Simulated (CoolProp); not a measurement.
Vapour-liquid equilibrium of benzene (1) + p-xylene (2) at 229.45 °C; x and y are mole fractions of (1).

The numbers come from the multi-fluid Helmholtz-energy mixture model, Thol 2012 and Zhou 2012; pair parameters Bell 2016 in CoolProp.

**Question.** Give the bubble pressure and the first vapour's composition at x = 0.45, 0.55, 0.65. Is there an azeotrope?

**Answer.** x = 0.45: 1326 kPa, y = 0.658; x = 0.55: 1480 kPa, y = 0.739; x = 0.65: 1639 kPa, y = 0.809. No azeotrope shows between x = 0.05 and 0.95.

The pair parameters rest on a limited set of measurements; away from them the model extrapolates.
